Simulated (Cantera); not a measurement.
Input: 1 mol Fe, 0.0056 mol O2, a varied amount of CO, at 1925 K and 0.0100 bar.

Cantera equilibrium calculation (NASA polynomials, part measured and part estimated; ideal gas, pure solids and liquids). Candidate condensed phases: C, Fe, Fe(CO)5, FeO, Fe2O3, Fe3O4; 15 gas species. Rates play no part.

Task: Which condensed phases are stable at each of these points (n(CO) (mol)): 0.57, 1.1, 2, 3.8, 7.2, 14, 26, 48, 91?

Result: 
```tsv
n(CO) (mol)	condensed phases	Fe condensed (%)
0.57	Fe(l)	99.1
1.1	Fe(l)	98.3
2	Fe(l)	96.9
3.8	Fe(l)	94.1
7.2	Fe(l)	88.9
14	Fe(l)	78.4
26	Fe(l)	59.9
48	Fe(l)	26.1
91	gas only	0.0
```

From 0.57 mol CO to 48 mol CO the condensed part is Fe(l). At 91 mol CO nothing is condensed.
